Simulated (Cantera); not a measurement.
# Equilibrium for fluorocarbon and chlorocarbon gases: c-C4F8 + HCl

Charge: 1 mol c-C4F8, 2.7 mol HCl, equilibrated at 16.0 Pa.

Method: chemical equilibrium by Gibbs-energy minimisation in Cantera with the NASA 1993 tables (ideal gas, pure condensed phases). Candidate condensed phases: C, C6H6, C7H8, C8H18; 135 gas species. Ions and electrons are included (thermal ionisation). The feed counts by its element totals alone. Rates play no part.

| T (K) | x F | x Cl | x HF | x C | x H | x C3 | x C2 | x CF | n C(graphite) |
|---|---|---|---|---|---|---|---|---|---|
| 2500 | 0.474 | 0.251 | 0.246 | 0.00104 | 0.00429 | 0.00311 | 0.000286 | 0.0155 | 3.67 |
| 3000 | 0.468 | 0.183 | 0.0597 | 0.0899 | 0.123 | 0.0445 | 0.0159 | 0.0154 | 0 |
| 3500 | 0.459 | 0.156 | 0.00241 | 0.223 | 0.154 | 0.000317 | 0.00296 | 0.00154 | 0 |
| 4000 | 0.460 | 0.155 | 0.000185 | 0.229 | 0.155 | 1.08e-6 | 0.000225 | 0.000143 | 0 |
| 4500 | 0.460 | 0.155 | 2.49e-5 | 0.229 | 0.155 | 1.21e-8 | 2.89e-5 | 2.18e-5 | 0 |
| 5000 | 0.459 | 0.155 | 4.95e-6 | 0.227 | 0.155 | 3.25e-10 | 5.51e-6 | 4.77e-6 | 0 |
x: gas mole fraction; n: condensed amount in mol.

At 2500 K the condensed part is C(graphite). From 3000 K to 5000 K nothing is condensed. The main C-bearing gas is CF at 2500 K and C at 5000 K.
